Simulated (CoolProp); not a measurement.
C2F6 (R116) along the isobar 0.878 MPa: density (kg/m³) from the reference equation and from simpler models built on Tc = 19.9 °C, pc = 3.048 MPa, ω = 0.257; each cubic takes its own stable root.

Values from CoolProp's reference Helmholtz-energy equation of state, Lemmon 2006. It is a short technical equation, of lower accuracy than the large ones.

```tsv
T (°C)	phase	reference
4.35	gas	60.26
17.75	gas	56.10
31.15	gas	52.63
44.55	gas	49.67
57.95	gas	47.09
71.35	gas	44.81
84.75	gas	42.79
98.25	gas	40.95
111.65	gas	39.29
125.05	gas	37.78
138.45	gas	36.39
151.85	gas	35.12
```

How far does each simpler model (ideal gas, van der Waals, Soave-Redlich-Kwong) lie from the reference over these 12 states: mean and median of the absolute difference, and the worst?


- ideal gas: mean 6.1 %, median 5.2 %, worst -12.8 % at 4.35 °C and 0.878 MPa
- van der Waals: mean 0.9 %, median 0.8 %, worst -2.4 % at 4.35 °C and 0.878 MPa
- Soave-Redlich-Kwong: mean 0.1 %, median 0.1 %, worst -0.2 % at 151.85 °C and 0.878 MPa
